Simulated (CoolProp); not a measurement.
Properties of R1336mzz(Z) along the isobar 3.84 MPa (Tc = 444.5 K, pc = 2.904 MPa, ω = 0.386).

The numbers come from the reference Helmholtz-energy equation of state, McLinden 2020 in CoolProp.

| T (K) | phase | density (kg/m³) | speed of sound (m/s) | fugacity coefficient |
|---|---|---|---|---|
| 293.9 | liquid | 1388 | 668.6 | 0.01874 |
| 307.7 | liquid | 1353 | 621.6 | 0.03114 |
| 321.4 | liquid | 1318 | 575.8 | 0.04872 |
| 335.2 | liquid | 1281 | 530.6 | 0.07275 |
| 348.9 | liquid | 1242 | 486.2 | 0.1037 |
| 362.6 | liquid | 1201 | 442.1 | 0.1424 |
| 376.4 | liquid | 1157 | 397.7 | 0.1895 |
| 390.1 | liquid | 1109 | 353.3 | 0.2441 |
| 403.8 | liquid | 1056 | 307.9 | 0.3060 |
| 417.6 | liquid | 994.3 | 260.2 | 0.3748 |
| 431.3 | liquid | 918.7 | 209.1 | 0.4477 |
| 445.1 | supercritical | 811.6 | 150.6 | 0.5231 |
| 458.8 | supercritical | 590.6 | 86.77 | 0.5941 |
| 472.5 | supercritical | 341.3 | 89.49 | 0.6469 |
| 486.3 | supercritical | 271.5 | 103.4 | 0.6865 |
| 500 | supercritical | 236.4 | 114.1 | 0.7192 |
